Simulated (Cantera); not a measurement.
A perfectly stirred reactor is fed with 21.7 % H2, 35.6 % O2, 42.7 % N2, equivalence ratio 0.30, at 0.320 bar; it is held at 1000 K, and followed from long to short residence time.

Cantera simulation using the H2/O2 subset of GRI-Mech 3.0, which has no nitrogen chemistry; the numbers are that mechanism's predictions, not measurements. The temperature is held fixed by assumption; the heat of reaction is taken as removed at once.

Task: Predict: x(H2) at τ = 5.00 s; x(O2) at τ = 5.00 s; x(H2O) at τ = 5.00 s; x(O) at τ = 5.00 s; x(OH) at τ = 5.00 s; x(H2) at τ = 17.0 ms; x(O2) at τ = 17.0 ms; x(H2O) at τ = 17.0 ms; x(O) at τ = 17.0 ms; x(OH) at τ = 17.0 ms.

Result: 
```
Item                     Result
---------------------  --------
x(H2) at τ = 5.00 s     0.00215
x(O2) at τ = 5.00 s       0.278
x(H2O) at τ = 5.00 s      0.241
x(O) at τ = 5.00 s      2.70e-6
x(OH) at τ = 5.00 s     4.23e-6
x(H2) at τ = 17.0 ms     0.0175
x(O2) at τ = 17.0 ms      0.284
x(H2O) at τ = 17.0 ms     0.224
x(O) at τ = 17.0 ms    0.000160
x(OH) at τ = 17.0 ms   0.000140
```
